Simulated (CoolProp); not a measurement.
Vapour-liquid equilibrium of benzene (1) + octamethylcyclotetrasiloxane (D4) (2) at 0.199 bar; x and y are mole fractions of (1).

Computed with CoolProp (multi-fluid Helmholtz-energy mixture model, Thol 2012 and Thol 2015; pair parameters Bell 2016).

| x | bubble temperature, mixture model (K) | bubble temperature, Raoult's law (K) | y, mixture model | y, Raoult's law |
|---|---|---|---|---|
| 0.05 | 380.6 | 377.3 | 0.434 | 0.506 |
| 0.15 | 357.8 | 355.8 | 0.807 | 0.826 |
| 0.25 | 342.8 | 343.0 | 0.918 | 0.918 |
| 0.35 | 333.2 | 334.3 | 0.958 | 0.955 |
| 0.45 | 326.6 | 327.8 | 0.975 | 0.974 |
| 0.55 | 321.9 | 322.7 | 0.984 | 0.984 |
| 0.65 | 318.2 | 318.6 | 0.990 | 0.990 |
| 0.75 | 315.0 | 315.1 | 0.994 | 0.995 |
| 0.85 | 312.2 | 312.1 | 0.997 | 0.997 |
| 0.95 | 309.5 | 309.5 | 0.999 | 0.999 |

The largest gap from Raoult's law is +3.3 K in bubble temperature, at x = 0.05. No azeotrope shows between x = 0.05 and 0.95.

The pair parameters rest on a limited set of measurements; away from them the model extrapolates. The gap from Raoult's law changes sign with composition, which may be real or a fault of the pair parameters; it wasn't checked against measurements.
